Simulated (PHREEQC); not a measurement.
# Metal-bearing waste water (model solution)

Dissolve 0.059 mol Al2(SO4)3 and 0.034 mol Na2SO4 per kg of water at 85 °C. Closed to the air; pH follows from the charge balance.

The numbers come from PHREEQC with the ion-association model, wateq4f.dat.

Each row changes one thing in this solution. Precipitation was switched off in this run.

| case | pH | ionic strength (mol/kgw) | AlSO4+ (mol/kgw) | SO4-2 (mol/kgw) | Al(SO4)2- (mol/kgw) | Al+3 (mol/kgw) | SI of Al(OH)3(a) (Al(OH)3) | SI of Boehmite (AlOOH) |
|---|---|---|---|---|---|---|---|---|
| as made | 3.45 | 0.235 | 0.0711 | 0.0559 | 0.0376 | 0.00637 | -0.41 | +2.02 |
| temperature from 85 to 30 °C | 3.94 | 0.245 | 0.0723 | 0.0591 | 0.0371 | 0.00818 | -1.69 | +0.55 |
| diluted 100-fold with water | 3.54 | 0.00481 | 0.000642 | 0.00128 | 2.36e-5 | 0.000210 | -0.91 | +1.52 |
| Al2(SO4)3 from 0.059 to 0.0118 mol/kgw | 3.67 | 0.124 | 0.0147 | 0.0357 | 0.00640 | 0.00126 | -0.33 | +2.09 |
| temperature from 85 to 40 °C | 3.84 | 0.241 | 0.0723 | 0.0580 | 0.0375 | 0.00766 | -1.42 | +0.86 |
| Na2SO4 replaced by (NH4)2SO4 at the same molality | 3.44 | 0.231 | 0.0719 | 0.0533 | 0.0365 | 0.00667 | -0.43 | +1.99 |

Some of these states are supersaturated (in Boehmite (slow to form), Gibbsite (slow to form), Basaluminite, for instance). Away from 25 °C the constants follow the database's enthalpies or fits; those with neither stay at their 25 °C values.
